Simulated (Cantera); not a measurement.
Input: 1 mol ZrO2, 200 mol H2, 1.2 mol N2, equilibrated at 0.100 bar.

Cantera equilibrium calculation (NASA polynomials, part measured and part estimated; ideal gas, pure solids and liquids). Candidate condensed phases: H2O, Zr, ZrN, ZrO2; 28 gas species. Mutual solubility and eutectic melting of coexisting phases are not modelled. ZrN: taken at fixed stoichiometry. Condensed phases not in the tables: solid solutions among these carbides, nitrides and lower oxides. Kinetics and transport are ignored.

At 1475 °C, list the 4 most abundant gas species with their mole fractions, and the condensed phases.

H2 0.993, N2 0.00596, H 0.000720, H2O 1.52e-5. Condensed: ZrN(s) + ZrO2(tetragonal).
